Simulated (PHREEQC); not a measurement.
**Hard or scaling water: an equilibrium model**

A solution holds 0.003 mol MgCl2, 0.0066 mol NaHCO3 and 1.3e-05 mol H4SiO4 per kg of water, at 20 °C. Closed to the air; pH follows from the charge balance.

Model: ion-association model, wateq4f.dat, run in PHREEQC.

This is a speciation only: nothing precipitates in the calculation.

Task: Estimate the pH, ionic strength.

Result: pH 8.12; ionic strength 0.0152 mol/kgw.

Task: In which forms is Si present?

Result: H4SiO4 98 %, H3SiO4- 1.8 % of the Si.

The solution is supersaturated, for example in Magnesite (slow to form), so a real one may precipitate; this is no full list. Complexes and solids missing from the database can't appear.
